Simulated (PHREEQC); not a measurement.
Make-up at 59 °C: 0.84 mol/kgw H2SO4, 0.0059 mol/kgw Li2SO4 and 0.001 mol/kgw Fe2(SO4)3. Closed to the air; pH follows from the charge balance.

Model: ion-association model, phreeqc.dat, run in PHREEQC.

The ionic strength comes out as 0.909 mol/kgw. What activity coefficients do Li+, H+, FeHSO4+2, FeSO4+, FeOH+2 get?

Li+ 0.66, H+ 0.73, FeHSO4+2 0.34, FeSO4+ 0.63, FeOH+2 0.16.

This is a speciation only: nothing precipitates in the calculation. Ionic strength above about 0.7 mol/kgw puts this run outside the model's range. Constants without temperature data keep their 25 °C values here.
